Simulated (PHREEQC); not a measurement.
A made-up water analysis in mg/L, 25 °C, pH 6.79, pe 8.2: Na 0.153; K 0.0558; Ca 0.352; Mg 0.0468; Cl 0.325; S(6) as SO4 0.563; Alkalinity as HCO3 0.479; Si as SiO2 0.000533; Pb 0.126.

Cl is adjusted to close the charge balance.
Valence states are taken as typed.

All values are PHREEQC results (ion-association model, phreeqc.dat), not measurements.

This is a speciation only: nothing precipitates in the calculation.

Q: Order these C species by the share of C that they hold, largest first: HCO3-, PbCO3, CO2.

A: HCO3- (73 %), CO2 (26 %), PbCO3 (0.18 %)

Q: Order these Pb species by the share of Pb that they hold, largest first: PbCO3, PbHCO3+, Pb+2, PbSO4, PbOH+.

A: Pb+2 (86 %), PbOH+ (10 %), PbCO3 (3.2 %), PbHCO3+ (0.52 %), PbSO4 (0.26 %)

The pH is 6.79 and the ionic strength 4.78e-5 mol/kgw.
